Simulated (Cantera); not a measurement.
An isothermal, constant-pressure homogeneous reactor starts with NO : N2 = 1 : 0.38 (molar parts), at 1850 K and 585 Torr. Integrator tolerance rtol = 1e-08.

Model: GRI-Mech 3.0 (53 species, 325 reactions), integrated in Cantera.

**Question.** What does this change do: pressure from 585 Torr to 59.3 Torr?

**Answer.** 
```json
[
 {"quantity": "x(NO) at 100 s", "before": "0.00616 (gas-phase equilibrium 0.00578)", "after": "0.0240 (gas-phase equilibrium 0.00578)"},
 {"quantity": "x(N2O) at 100 s", "before": "2.63e-7 (gas-phase equilibrium 2.62e-7)", "after": "2.46e-7 (gas-phase equilibrium 8.32e-8)"},
 {"quantity": "x(N2) at 100 s", "before": "0.635 (gas-phase equilibrium 0.635)", "after": "0.626 (gas-phase equilibrium 0.635)"},
 {"quantity": "x(O2) at 100 s", "before": "0.359 (gas-phase equilibrium 0.359)", "after": "0.350 (gas-phase equilibrium 0.359)"},
 {"quantity": "x(NO2) at 100 s", "before": "1.61e-5 (gas-phase equilibrium 1.51e-5)", "after": "1.97e-5 (gas-phase equilibrium 4.80e-6)"},
 {"quantity": "x(O) at 100 s", "before": "0.000132 (gas-phase equilibrium 0.000132)", "after": "0.000409 (gas-phase equilibrium 0.000414)"}
]
```

**Question.** What does this change do: temperature 1850 to 2025 K?

**Answer.** 
```json
[
 {"quantity": "x(NO) at 100 s", "before": "0.00616 (gas-phase equilibrium 0.00578)", "after": "0.00962 (gas-phase equilibrium 0.00962)"},
 {"quantity": "x(N2O) at 100 s", "before": "2.63e-7 (gas-phase equilibrium 2.62e-7)", "after": "4.27e-7 (gas-phase equilibrium 4.27e-7)"},
 {"quantity": "x(N2) at 100 s", "before": "0.635 (gas-phase equilibrium 0.635)", "after": "0.633 (gas-phase equilibrium 0.633)"},
 {"quantity": "x(O2) at 100 s", "before": "0.359 (gas-phase equilibrium 0.359)", "after": "0.357 (gas-phase equilibrium 0.357)"},
 {"quantity": "x(NO2) at 100 s", "before": "1.61e-5 (gas-phase equilibrium 1.51e-5)", "after": "1.83e-5 (gas-phase equilibrium 1.83e-5)"},
 {"quantity": "x(O) at 100 s", "before": "0.000132 (gas-phase equilibrium 0.000132)", "after": "0.000550 (gas-phase equilibrium 0.000550)"}
]
```

**Question.** What does this change do: temperature 1850 to 1750 K?

**Answer.** 
```
quantity                                            before                                    after
---------------  -----------------------------------------  ---------------------------------------
x(NO) at 100 s     0.00616 (gas-phase equilibrium 0.00578)   0.0175 (gas-phase equilibrium 0.00412)
x(N2O) at 100 s    2.63e-7 (gas-phase equilibrium 2.62e-7)  2.94e-7 (gas-phase equilibrium 1.89e-7)
x(N2) at 100 s         0.635 (gas-phase equilibrium 0.635)      0.629 (gas-phase equilibrium 0.636)
x(O2) at 100 s         0.359 (gas-phase equilibrium 0.359)      0.353 (gas-phase equilibrium 0.360)
x(NO2) at 100 s    1.61e-5 (gas-phase equilibrium 1.51e-5)  5.60e-5 (gas-phase equilibrium 1.33e-5)
x(O) at 100 s    0.000132 (gas-phase equilibrium 0.000132)  5.07e-5 (gas-phase equilibrium 5.11e-5)
```
